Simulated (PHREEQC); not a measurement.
Solution (20 °C): 0.21 mol AgF, 0.042 mol HNO3 and 0.001 mol Cu(NO3)2 per kg of water. Closed to the air; pH follows from the charge balance.

The numbers come from PHREEQC with the ion-association model, wateq4f.dat.

No solid was allowed to form.

Question: Estimate the pH.

Answer: pH 3.67.

Question: In which forms is Cu present?

Answer: Cu+2 58 %, CuF+ 42 % of the Cu.
